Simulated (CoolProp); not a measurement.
Vapour-liquid equilibrium of acetone (1) + n-dodecane (2) at 409.3 K; x and y are mole fractions of (1).

Model: multi-fluid Helmholtz-energy mixture model, Lemmon 2006 and Lemmon 2004; pair parameters Bell 2016, in CoolProp.

```json
[
 {"x": "0.05", "bubble pressure (kPa)": "53.44", "y at the bubble point": "0.829", "dew pressure at overall composition x (kPa)": "9.771", "liquid density (mol/L)": "4.035"},
 {"x": "0.125", "bubble pressure (kPa)": "137.4", "y at the bubble point": "0.936", "dew pressure at overall composition x (kPa)": "10.61", "liquid density (mol/L)": "4.275"},
 {"x": "0.2", "bubble pressure (kPa)": "231.6", "y at the bubble point": "0.963", "dew pressure at overall composition x (kPa)": "11.60", "liquid density (mol/L)": "4.536"},
 {"x": "0.275", "bubble pressure (kPa)": "323.5", "y at the bubble point": "0.974", "dew pressure at overall composition x (kPa)": "12.80", "liquid density (mol/L)": "4.823"},
 {"x": "0.35", "bubble pressure (kPa)": "404.5", "y at the bubble point": "0.980", "dew pressure at overall composition x (kPa)": "14.28", "liquid density (mol/L)": "5.141"},
 {"x": "0.425", "bubble pressure (kPa)": "471.1", "y at the bubble point": "0.983", "dew pressure at overall composition x (kPa)": "16.13", "liquid density (mol/L)": "5.495"},
 {"x": "0.5", "bubble pressure (kPa)": "524.3", "y at the bubble point": "0.985", "dew pressure at overall composition x (kPa)": "18.53", "liquid density (mol/L)": "5.894"},
 {"x": "0.575", "bubble pressure (kPa)": "568.0", "y at the bubble point": "0.987", "dew pressure at overall composition x (kPa)": "21.77", "liquid density (mol/L)": "6.346"},
 {"x": "0.65", "bubble pressure (kPa)": "607.3", "y at the bubble point": "0.989", "dew pressure at overall composition x (kPa)": "26.37", "liquid density (mol/L)": "6.867"},
 {"x": "0.725", "bubble pressure (kPa)": "647.4", "y at the bubble point": "0.990", "dew pressure at overall composition x (kPa)": "33.45", "liquid density (mol/L)": "7.475"},
 {"x": "0.8", "bubble pressure (kPa)": "692.7", "y at the bubble point": "0.992", "dew pressure at overall composition x (kPa)": "45.73", "liquid density (mol/L)": "8.198"},
 {"x": "0.875", "bubble pressure (kPa)": "746.8", "y at the bubble point": "0.995", "dew pressure at overall composition x (kPa)": "72.35", "liquid density (mol/L)": "9.073"},
 {"x": "0.95", "bubble pressure (kPa)": "812.2", "y at the bubble point": "0.998", "dew pressure at overall composition x (kPa)": "174.9", "liquid density (mol/L)": "10.16"}
]
```

No azeotrope shows between x = 0.05 and 0.95.

Pair parameters are fitted to limited data, so mixtures are less certain than the pure fluids. The gap from Raoult's law changes sign with composition, which may be real or a fault of the pair parameters; it wasn't checked against measurements.
